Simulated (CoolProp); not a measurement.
Values from CoolProp's reference Helmholtz-energy equation of state, Lemmon 2006. It is a short technical equation, of lower accuracy than the large ones.

**Question.** For carbon monoxide, give the phase and the density (kg/m³), cp (kJ/(kg K)), speed of sound (m/s), expansivity (1/kK) at 146.4 K and 11.7 MPa; 146.4 K and 15.5 MPa; 146.4 K and 19.4 MPa.

**Answer.** 
- 146.4 K and 11.7 MPa: supercritical; density 514, cp 2.51, speed of sound 447, expansivity 12.2
- 146.4 K and 15.5 MPa: supercritical; density 555, cp 2.22, speed of sound 520, expansivity 8.90
- 146.4 K and 19.4 MPa: supercritical; density 585, cp 2.07, speed of sound 579, expansivity 7.22
